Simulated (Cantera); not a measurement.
A perfectly stirred reactor is fed with 7.29 % CH4, 16.5 % O2, 62.3 % N2, 13.8 % H2O, equivalence ratio 0.88, at 7500 Torr; it is adiabatic with a 525 K inlet, and is followed from long to short residence time, starting on the burning branch (τ in s: 0.082, 0.033, 0.013, 0.0055, 0.0022, 0.0009, 0.00037, 0.00015, 6e-05).

Cantera simulation using GRI-Mech 3.0 (53 species, 325 reactions); the numbers are that mechanism's predictions, not measurements.

x: mole fraction; the columns are a selection and need not sum to one.

```csv
τ (s),T (K),x CH4,x O2,x H2O,x CH2,x HO2,x NO
0.082,2037,1.97e-6,0.0195,0.283,1.80e-8,1.75e-6,0.000256
0.033,2036,4.68e-6,0.0196,0.283,4.43e-8,1.89e-6,0.000129
0.013,2034,(withheld),0.0198,0.283,(withheld),(withheld),(withheld)
0.0055,2030,2.21e-5,0.0200,0.282,2.48e-7,2.92e-6,4.82e-5
0.0022,2022,4.49e-5,0.0205,0.282,5.72e-7,4.46e-6,3.78e-5
0.00090,2008,8.81e-5,0.0213,0.281,1.25e-6,7.52e-6,3.29e-5
0.00037,1985,(withheld),0.0229,0.279,(withheld),(withheld),(withheld)
0.00015,1942,0.000414,0.0261,0.276,5.32e-6,2.72e-5,2.17e-5
6.0e-5,525,0.0729,0.165,0.138,<1e-12,<1e-12,<1e-12
```

**Question.** What belongs in the gaps?

**Answer.** 
- 0.013, x CH4: 1.08e-5
- 0.013, x CH2: 1.10e-7
- 0.013, x HO2: 2.23e-6
- 0.013, x NO: 7.09e-5
- 0.00037, x CH4: 0.000178
- 0.00037, x CH2: 2.62e-6
- 0.00037, x HO2: 1.36e-5
- 0.00037, x NO: 2.87e-5
